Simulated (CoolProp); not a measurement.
Vapour-liquid equilibrium of dimethyl ether (1) + R227EA (2) at 2.5 bar; x and y are mole fractions of (1).

Values from CoolProp's multi-fluid Helmholtz-energy mixture model, Wu 2011 and Lemmon 2016; pair parameters Bell 2016.

```csv
x,"bubble temperature, mixture model (K)","bubble temperature, Raoult's law (K)","y, mixture model","y, Raoult's law"
0.05,281.0,279.5,0.021,0.066
0.15,283.3,278.5,0.094,0.192
0.25,284.8,277.6,0.212,0.311
0.35,285.2,276.7,0.364,0.422
0.45,284.3,275.8,0.525,0.526
0.55,282.3,274.9,0.672,0.624
0.65,279.8,274.1,0.789,0.717
0.75,277.1,273.3,0.876,0.804
0.85,274.6,272.5,0.938,0.886
0.95,272.4,271.7,0.982,0.963
```

The largest gap from Raoult's law is +8.5 K in bubble temperature, at x = 0.35. y crosses x between x = 0.25 and 0.35: the model has an azeotrope there.

Pair parameters are fitted to limited data, so mixtures are less certain than the pure fluids.
